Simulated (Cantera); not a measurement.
Feed: 1 mol CS2, 0.34 mol H2, 6.1 mol N2, 0.55 mol H2O, equilibrated at 2325 K and 0.0120 bar.

Method: chemical equilibrium by Gibbs-energy minimisation in Cantera with the NASA 1993 tables (ideal gas, pure condensed phases). Candidate condensed phases: C, C6H6, C7H8, C8H18, H2O, H2SO4, S; 150 gas species. Equilibrium is a limit: real reactors are often held back by kinetics, nucleation or transport.

Base state: N2 0.674, H2 0.0790, CO 0.0607, S2 0.0562, S 0.0430, CS 0.0425, H 0.0282, SH 0.00885 (mole fractions); condensed: gas only.

Q: What changes in the equilibrium state with this change: H2 from 0.34 to 9 mol?

A: 
```
species    before    after
-------  --------  -------
H2         0.0790    0.479
N2          0.674    0.334
H          0.0282   0.0695
S2         0.0562   0.0208
CO         0.0607   0.0301
CS         0.0425   0.0220
S          0.0430   0.0262
SH        0.00885   0.0133
H2S      0.000566  0.00209
COS       1.67e-5  5.04e-6
CS2       0.00682  0.00215
SN        3.15e-5  1.35e-5
HNC       3.05e-5  4.49e-5
```
